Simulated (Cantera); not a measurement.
Feed: 1 mol SiO2, 0.92 mol BCl3, 4.9 mol O2, held at 875 °C and 1.33 mbar.

These are equilibrium values from Cantera (NASA tables, ideal gas, pure condensed phases), not measurements of a reactor. Candidate condensed phases: B, B2O3, Si, SiO2; 27 gas species. Mutual solubility and eutectic melting of coexisting phases are not modelled. The tables hold silica as quartz up to 1696 K and as liquid above; real silica turns to tridymite and cristobalite and melts near 1996 K. Condensed phases not in the tables: borates and borosilicate glass, alloys, solid solutions and most ternary compounds. The numbers say what is thermodynamically allowed, not how fast it happens.

Question: What is the equilibrium state?

Answer: 
* **x(O2)**: 0.740
* **x(Cl2)**: 0.225
* **x(Cl)**: 0.0348
* **x(ClO)**: 4.78e-5
* **x(BOCl)**: 5.07e-6
* **x(B2O3)**: 1.16e-6
* **n(B2O3(l))**: 0.460 mol
* **n(SiO2(β-quartz))**: 1.00 mol
* **gas amount**: 5.689 mol
* **log10 activity of B(s) (absent)**: -20.19
* **log10 activity of Si(s) (absent)**: -29.04
